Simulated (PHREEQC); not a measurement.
Synthetic water in mg/L, 75 °C, pH 3.74, pe 8.9:

```tsv
constituent	mg/L
Na	29.8
K	2.58
Ca	105
Mg	12.1
Cl	54.2
S(6) as SO4	297
Al	0.0241
Mn(2)	0.887
```

Valence states are taken as typed.

All values are PHREEQC results (ion-association model, phreeqc.dat), not measurements.

Q: The ionic strength comes out as 0.0111 mol/kgw. What activity coefficients do Mg+2, KSO4-, K+, Cl-, Na+ get?

A: Mg+2 0.64, KSO4- 0.89, K+ 0.89, Cl- 0.89, Na+ 0.89.

No solid was allowed to form. Species that the database lacks are ignored. Away from 25 °C the constants follow the database's enthalpies or fits; those with neither stay at their 25 °C values.
